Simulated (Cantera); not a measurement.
Input: 1 mol Si2H6, 0.9 mol NO, 3.1 mol N2O, at 2.20 mbar.

Equilibrium computed with Cantera from the NASA thermochemical tables; the gas is ideal and each condensed phase is pure. Candidate condensed phases: H2O, Si, SiO2, Si2N2O, Si3N4; 35 gas species. The feed counts by its element totals alone. The tables hold silica as quartz up to 1696 K and as liquid above; real silica turns to tridymite and cristobalite and melts near 1996 K. The numbers say what is thermodynamically allowed, not how fast it happens. All values below are at 1623 K.

Base state: N2 0.540, H2 0.453, SiO 0.00306, H2O 0.00306, H 0.000992 (mole fractions); condensed: SiO2(β-quartz).

Problem. What changes in the equilibrium state with this change: pressure from 2.20 mbar to 5.20 mbar?

Solution. 
| species | before | after |
|---|---|---|
| N2 | 0.540 | 0.541 |
| H2 | 0.453 | 0.455 |
| SiO | 0.00306 | 0.00200 |
| H2O | 0.00306 | 0.00200 |
| H | 0.000992 | 0.000646 |
| SiO2(β-quartz), mol | 1.98 | 1.99 |
